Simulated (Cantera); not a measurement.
Predominance diagram of Li at 975 K against the partial pressures of O₂ and H₂O (log10, bar). Cantera with NASA thermochemical tables; ideal gases at 1 bar, condensed phases pure. Candidates: Li(l), LiH(l), LiOH(l), Li₂O(s). Only these pure phases compete in this equilibrium. Not in the tables: the peroxide.

```
log p(H₂O) \ log p(O₂)
        columns: -31, -29.2, -27.4, -25.7, -23.9, -22.1, -20.3, -18.6, -16.8, -15, -13.2, -11.4, -9.7, -7.9, -6.1, -4.3, -2.6, -0.8, 1
      0  A A A A A B B B B B B B B B B B B B B
   -1.2  A A A A C C C C C C C C C C C C C C C
   -2.3  A A A C C C C C C C C C C C C C C C C
   -3.5  A C C C C C C C C C C C C C C C C C C
   -4.6  C C C C C C C C C C C C C C C C C C C
   -5.8  C C C C C C C C C C C C C C C C C C C
   -6.9  C C C C C C C C C C C C C C C C C C C
   -8.1  C C C C C C C C C C C C C C C C C C C
   -9.2  C C C C C C C C C C C C C C C C C C C
  -10.4  C C C C C C C C C C C C C C C C C C C
  -11.5  C C C C C C C C C C C C C C C C C C C
  -12.7  C C C C C C C C C C C C C C C C C C C
  -13.8  C C C C C C C C C C C C C C C C C C C
    -15  C C C C C C C C C C C C C C C C C C C
```

A: out of reach (another gas would pass 10 bar, or a non-metal would condense); B: LiOH(l); C: Li₂O(s).
